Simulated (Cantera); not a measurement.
Equilibrium for sublimation and decomposition of ceramics: AlN + N2

Charge: 1 mol AlN, 0.76 mol N2, held at 1798 K and 59.0 Pa.

Method: chemical equilibrium by Gibbs-energy minimisation in Cantera with the NASA 1993 tables (ideal gas, pure condensed phases). Candidate condensed phases: Al, AlN; 5 gas species. Equilibrium is a limit: real reactors are often held back by kinetics, nucleation or transport.

```
Quantity                               Value
--------------------------------  ----------
x(N2)                                  0.980
x(Al)                                 0.0202
n(AlN(s))                          0.984 mol
gas amount                        0.7838 mol
log10 activity of Al(l) (absent)       -1.81
```
